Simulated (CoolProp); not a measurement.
Vapour-liquid equilibrium of ethanol (1) + ethylbenzene (2) at 0.473 MPa; x and y are mole fractions of (1).

Computed with CoolProp (multi-fluid Helmholtz-energy mixture model, Schroeder 2014 and Zhou 2012; pair parameters Bell 2016).

| x | bubble temperature (K) | y at the bubble point | dew temperature at overall composition x (K) | liquid density (mol/L) |
|---|---|---|---|---|
| 0.05 | 449.5 | 0.430 | 475.0 | 6.909 |
| 0.15 | 423.8 | 0.699 | 469.0 | 7.516 |
| 0.25 | 413.5 | 0.781 | 462.6 | 8.031 |
| 0.35 | 408.5 | 0.818 | 455.6 | 8.559 |
| 0.45 | 405.6 | 0.840 | 447.9 | 9.144 |
| 0.55 | 403.6 | 0.858 | 439.3 | 9.819 |
| 0.65 | 402.0 | 0.876 | 429.4 | 10.61 |
| 0.75 | 400.3 | 0.897 | 417.6 | 11.56 |
| 0.85 | 398.8 | 0.927 | 404.5 | 12.71 |
| 0.95 | 397.2 | 0.971 | 397.9 | 14.10 |

No azeotrope shows between x = 0.05 and 0.95.

The pair parameters rest on a limited set of measurements; away from them the model extrapolates. With so large a gap from Raoult's law the liquid may split in two, which this calculation doesn't test in full.
